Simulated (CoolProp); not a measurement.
R1234yf along the isotherm 113.65 °C: density (kg/m³) from the reference equation and from simpler models built on Tc = 94.7 °C, pc = 3384 kPa, ω = 0.276; each cubic takes its own stable root.

Computed with CoolProp (reference Helmholtz-energy equation of state, Lemmon 2022).

| p (kPa) | phase | reference |
|---|---|---|
| 846 | gas | 32.51 |
| 1690 | gas | 71.61 |
| 2540 | gas | 122.1 |
| 3380 | gas | 193.8 |
| 4230 | supercritical | 332.2 |
| 5080 | supercritical | 572.8 |
| 5920 | supercritical | 677.1 |
| 6770 | supercritical | 730.2 |
| 7610 | supercritical | 765.6 |
| 8460 | supercritical | 792.9 |

Problem. How far does each simpler model (van der Waals, Redlich-Kwong, Soave-Redlich-Kwong, Peng-Robinson) lie from the reference over these 10 states: mean and median of the absolute difference, and the worst?

Solution. 
- van der Waals: mean 13.8 %, median 15.4 %, worst -26.4 % at 113.65 °C and 8460 kPa
- Redlich-Kwong: mean 6.9 %, median 7.5 %, worst -13.8 % at 113.65 °C and 5920 kPa
- Soave-Redlich-Kwong: mean 9.6 %, median 10.9 %, worst -18.3 % at 113.65 °C and 5920 kPa
- Peng-Robinson: mean 5.3 %, median 4.2 %, worst -11.7 % at 113.65 °C and 5080 kPa
